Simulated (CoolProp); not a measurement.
Vapour-liquid equilibrium of n-hexane (1) + benzene (2) at 117.05 °C; x and y are mole fractions of (1).

Values from CoolProp's multi-fluid Helmholtz-energy mixture model, Thol 2019 and Thol 2012; pair parameters Bell 2016.

Task: Give the bubble pressure and the first vapour's composition at x = 0.35, 0.425, 0.725. Is there an azeotrope?

Result: x = 0.35: 0.3442 MPa, y = 0.433; x = 0.425: 0.3520 MPa, y = 0.497; x = 0.725: 0.3709 MPa, y = 0.743. y crosses x between x = 0.875 and 0.95: the model has an azeotrope there.

The pair parameters rest on a limited set of measurements; away from them the model extrapolates.
